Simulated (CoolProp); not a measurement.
Model: reference Helmholtz-energy equation of state, Akasaka 2020, in CoolProp.

Task: Give the vapour pressure (MPa), liquid density (kg/m³), vapour density (kg/m³), enthalpy of vaporisation (kJ/kg) of saturated R1123 at 3.85 °C.

Result: 
| T (°C) | p (MPa) | liquid density (kg/m³) | vapour density (kg/m³) | enthalpy of vaporisation (kJ/kg) |
|---|---|---|---|---|
| 3.85 | 1.21 | 1110 | 54.3 | 167 |
